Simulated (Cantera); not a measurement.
Standard-state values (1 bar) from the NASA 1993 polynomials, evaluated with Cantera. Values are per mole of reaction as written; species without (g) are pure solids or liquids, kept so even where they would boil at 1 bar.

**Question.** Between 300 and 2225 K, where is each reaction favourable under standard conditions?
- O₃(g) + 6 TaO₂(g) ⇌ 3 Ta₂O₅
- N₂(g) + 2 TaO₂(g) ⇌ 2 NO₂(g) + 2 Ta
- Ta + 2 N₂O(g) ⇌ TaO₂(g) + 2 N₂(g)

**Answer.** 
- O₃(g) + 6 TaO₂(g) ⇌ 3 Ta₂O₅: ΔG° is -4627 kJ at 300 K and -2130 kJ at 2225 K; it stays negative (K > 1). ΔH° is -4386 kJ and ΔS° -1014 J/K at 2225 K.
- N₂(g) + 2 TaO₂(g) ⇌ 2 NO₂(g) + 2 Ta: ΔG° is 527 kJ at 300 K and 857 kJ at 2225 K; it stays positive (K < 1). ΔH° is 508 kJ and ΔS° -157 J/K at 2225 K.
- Ta + 2 N₂O(g) ⇌ TaO₂(g) + 2 N₂(g): ΔG° is -419 kJ at 300 K and -740 kJ at 2225 K; it stays negative (K > 1). ΔH° is -398 kJ and ΔS° 154 J/K at 2225 K.
